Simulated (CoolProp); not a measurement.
C2F6 (R116) along the isotherm 55.75 °C: density (kg/m³) from the reference equation and from simpler models built on Tc = 19.9 °C, pc = 3048 kPa, ω = 0.257; each cubic takes its own stable root.

Model: reference Helmholtz-energy equation of state, Lemmon 2006, in CoolProp. It is a short technical equation, of lower accuracy than the large ones.

```json
[
 {"p (kPa)": "2030", "phase": "gas", "reference": "122.6"},
 {"p (kPa)": "4060", "phase": "supercritical", "reference": "323.8"},
 {"p (kPa)": "6100", "phase": "supercritical", "reference": "660.5"},
 {"p (kPa)": "8130", "phase": "supercritical", "reference": "861.0"},
 {"p (kPa)": "10200", "phase": "supercritical", "reference": "962.0"},
 {"p (kPa)": "12200", "phase": "supercritical", "reference": "1026"},
 {"p (kPa)": "14200", "phase": "supercritical", "reference": "1073"},
 {"p (kPa)": "16300", "phase": "supercritical", "reference": "1114"},
 {"p (kPa)": "18300", "phase": "supercritical", "reference": "1146"},
 {"p (kPa)": "20300", "phase": "supercritical", "reference": "1173"},
 {"p (kPa)": "22300", "phase": "supercritical", "reference": "1198"},
 {"p (kPa)": "24400", "phase": "supercritical", "reference": "1221"},
 {"p (kPa)": "26400", "phase": "supercritical", "reference": "1241"},
 {"p (kPa)": "28400", "phase": "supercritical", "reference": "1259"},
 {"p (kPa)": "30500", "phase": "supercritical", "reference": "1277"}
]
```

### Question
How far does each simpler model (ideal gas, Soave-Redlich-Kwong, Peng-Robinson) lie from the reference over these 15 states: mean and median of the absolute difference, and the worst?

### Answer
- ideal gas: mean 25.7 %, median 20.5 %, worst -53.4 % at 55.75 °C and 6100 kPa
- Soave-Redlich-Kwong: mean 4.0 %, median 2.8 %, worst -10.0 % at 55.75 °C and 8130 kPa
- Peng-Robinson: mean 5.4 %, median 5.3 %, worst +9.8 % at 55.75 °C and 30500 kPa
